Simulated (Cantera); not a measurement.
An isothermal, constant-pressure homogeneous reactor starts with 11.0 % CH₄, 89.0 % H₂O, at 1450 K and 100.0 Torr.

Cantera simulation using GRI-Mech 3.0 (53 species, 325 reactions); the numbers are that mechanism's predictions, not measurements.

One state of this run: x CH₄ = 0.0263; x H₂O = 0.745; x O₂ = 5.34e-11; x C₂H₄ = 0.000264; x C₂H₆ = 6.79e-6; x OH = 1.08e-6. x: mole fraction; the columns are a selection and need not sum to one.

### Question
Which value of t (s) does it belong to?
A. 3.12
B. 0.00192
C. 0.00843
D. 13.7

### Answer
D, 13.7
